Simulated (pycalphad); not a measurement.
An equivalent pycalphad script:

```python
from pycalphad import Database, equilibrium, calculate, variables as v
import numpy as np
db = Database('COST507.tdb')
comps = ['SN', 'SI', 'VA']
phases = ['BCT_A5', 'DIAMOND_A4', 'LIQUID']
eq = equilibrium(db, comps, phases, {v.X('SI'): 0.35, v.T: np.arange(2350, 499, -75), v.P: 101325, v.N: 1}, output=['HM', 'SM'])
```

CALPHAD calculation (pycalphad, COST 507 light-alloy database (1999)), 1 atm. The data set is of 1999 and partly superseded. Amounts are mole fractions of atoms.

Results at three of the temperatures:

```
T = 1600.00 K, P = 101325 Pa, N = 1 mol of atoms
G = -113022 J/mol, H = 63757 J/mol, S = 110.49 J/(mol K)  (SER reference)
chemical potentials (J/mol): Sn -139608, Si -63646
phase             fraction      x(Sn)      x(Si)
LIQUID              1.0000     0.6500     0.3500
```

```
T = 1450.00 K, P = 101325 Pa, N = 1 mol of atoms
G = -97622 J/mol, H = 42000 J/mol, S = 96.29 J/(mol K)  (SER reference)
chemical potentials (J/mol): Sn -121074, Si -54069
phase             fraction      x(Sn)      x(Si)
LIQUID              0.7289     0.8918     0.1082
DIAMOND_A4          0.2711   3.04e-07     1.0000
```

```
T = 850.00 K, P = 101325 Pa, N = 1 mol of atoms
G = -45963 J/mol, H = 19483 J/mol, S = 77.00 J/(mol K)  (SER reference)
chemical potentials (J/mol): Sn -58008, Si -23592
phase             fraction      x(Sn)      x(Si)
LIQUID              0.6504     0.9993   0.000662
DIAMOND_A4          0.3496   4.34e-07     1.0000
```

Changes of the phase set, refined by bisection:

```json
[
 {"T (K)": "1580.7", "phases above": "liquid", "phases below": "diamond (Si) + liquid"}
]
```

DIAMOND_A4 is diamond (Si).
